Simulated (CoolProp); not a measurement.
R1234ze(Z) along the isobar 47.8 bar: Z from the reference equation and from simpler models built on Tc = 423.3 K, pc = 35.31 bar, ω = 0.327; each cubic takes its own stable root.

Model: reference Helmholtz-energy equation of state, Akasaka 2019, in CoolProp.

| T (K) | phase | reference | Redlich-Kwong | Soave-Redlich-Kwong |
|---|---|---|---|---|
| 341.5 | liquid | 0.1710 | 0.2210 | 0.2106 |
| 355.6 | liquid | 0.1708 | 0.2219 | 0.2115 |
| 369.7 | liquid | 0.1719 | 0.2247 | 0.2144 |
| 383.7 | liquid | 0.1745 | 0.2298 | 0.2200 |
| 397.8 | liquid | 0.1796 | 0.2383 | 0.2297 |
| 411.9 | liquid | 0.1892 | 0.2525 | 0.2468 |
| 425.9 | supercritical | 0.2096 | 0.2780 | 0.2804 |
| 440 | supercritical | 0.2926 | 0.3349 | 0.3731 |
